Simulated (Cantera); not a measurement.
## Pyrogenic steam for wet oxidation

An isothermal, constant-pressure homogeneous reactor starts with 8.74 % H₂, 12.9 % O₂, 78.4 % N₂, equivalence ratio 0.34, at 1150 K and 31000 Pa.

Computed with Cantera and GRI-Mech 3.0 (53 species, 325 reactions). The temperature is held fixed by assumption; the heat of reaction is taken as removed at once.

| t (s) | x H₂ | x O₂ | x NO | x O | x H |
|---|---|---|---|---|---|
| 3.00e-6 | 0.0874 | 0.129 | <1e-12 | 1.93e-11 | 2.56e-10 |
| 1.04e-5 | 0.0874 | 0.129 | <1e-12 | 1.81e-10 | 9.67e-10 |
| 3.58e-5 | 0.0874 | 0.129 | <1e-12 | 2.20e-9 | 7.88e-9 |
| 0.000124 | 0.0874 | 0.129 | <1e-12 | 5.80e-7 | 1.97e-6 |
| 0.000428 | 0.00647 | 0.0900 | 2.28e-6 | 0.00651 | 0.0141 |
| 0.00148 | 0.000361 | 0.0886 | 3.10e-6 | 0.000277 | 9.63e-5 |
| 0.00510 | 2.61e-5 | 0.0887 | 3.07e-6 | 1.82e-5 | 1.63e-6 |
| 0.0176 | 2.08e-6 | 0.0887 | 3.06e-6 | 2.23e-6 | 6.64e-8 |
| 0.0609 | 2.51e-7 | 0.0887 | 3.07e-6 | 4.17e-7 | 5.10e-9 |
| 0.211 | 5.07e-8 | 0.0887 | 3.09e-6 | 9.94e-8 | 5.85e-10 |
| 0.727 | 1.29e-8 | 0.0887 | 3.10e-6 | 2.69e-8 | 8.28e-11 |
| 2.51 | 4.15e-9 | 0.0887 | 3.10e-6 | 8.55e-9 | 1.55e-11 |
| 8.68 | 2.48e-9 | 0.0887 | 3.09e-6 | 4.72e-9 | 7.03e-12 |
| 30.0 | 2.39e-9 | 0.0887 | 3.09e-6 | 4.50e-9 | 6.63e-12 |
x: mole fraction; the columns are a selection and need not sum to one.

Equilibrium at this temperature and pressure: H₂ 2.38e-9, O₂ 0.0887, NO 8.75e-5, O 4.47e-9, H 6.59e-12 (gas phase only).
